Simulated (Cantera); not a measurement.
A freely propagating, adiabatic, planar premixed flame of H2 : O2 : N2 = 1 : 0.962 : 3.62 (molar parts), equivalence ratio 0.52, unburnt at 500 K and 0.170 bar; mixture-averaged transport, grid criteria slope 0.08 and curve 0.16, no radiation.

Cantera simulation using the H2/O2 subset of GRI-Mech 3.0, which has no nitrogen chemistry; the numbers are that mechanism's predictions, not measurements. Burning velocities carry a grid error of a few per cent, more on coarse grids. Lean hydrogen flames are cellular in practice and burn faster than this planar one.

Task: Predict: laminar burning velocity; thermal thickness; peak x(H); peak x(O); peak x(HO2).

Result: 
| Quantity | Result |
|---|---|
| laminar burning velocity | 247 cm/s |
| thermal thickness | 3.99 mm |
| peak x(H) | 0.0263 |
| peak x(O) | 0.0122 |
| peak x(HO2) | 9.63e-5 |
